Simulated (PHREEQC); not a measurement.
**Alkaline etch or developer**

Solution (20 °C): 0.03 mol/kgw KOH, 0.0059 mol/kgw Na2SiO3 and 0.21 mol/kgw K3PO4. Closed to the air; pH follows from the charge balance.

Model: ion-association model, wateq4f.dat, run in PHREEQC.

Precipitation was switched off in this run.

Question: Predict the pH.

Answer: pH 12.61.

Question: In which forms is Si present?

Answer: H3SiO4- 60 %, H2SiO4-2 40 % of the Si.

Caution: at this ionic strength the ion-association model is outside its range; a Pitzer model would be the better tool where its parameters exist. H3PO4, which wateq4f.dat lacks, is added to it with the constant of phreeqc.dat.
